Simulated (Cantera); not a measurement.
Feed: 1 mol SiH₄, 0.69 mol NH₃, 6.7 mol H₂, equilibrated at 100 Torr.

Equilibrium computed with Cantera from the NASA thermochemical tables; the gas is ideal and each condensed phase is pure. Candidate condensed phases: Si, Si₃N₄; 18 gas species. Equilibrium is a limit: real reactors are often held back by kinetics, nucleation or transport. All values below are at 798 K.

Base state: H₂ 1.00 (mole fractions); condensed: Si(s) + Si₃N₄(s).

Q: What changes in the equilibrium state with this change: 1.4 mol Cl₂ added?

A: 
```json
[
 {"species": "H₂", "before": "1.00", "after": "0.873"},
 {"species": "HCl", "before": "0", "after": "0.0820"},
 {"species": "SiCl₄", "before": "0", "after": "0.0449"},
 {"species": "SiHCl₃", "before": "0", "after": "0.000421"},
 {"species": "N₂", "before": "<1e-9", "after": "1.40e-5"},
 {"species": "Si(s), mol", "before": "0.482", "after": "0"},
 {"species": "Si₃N₄(s), mol", "before": "0.172", "after": "0.172"}
]
```
Further candidate phases: NH₄Cl.
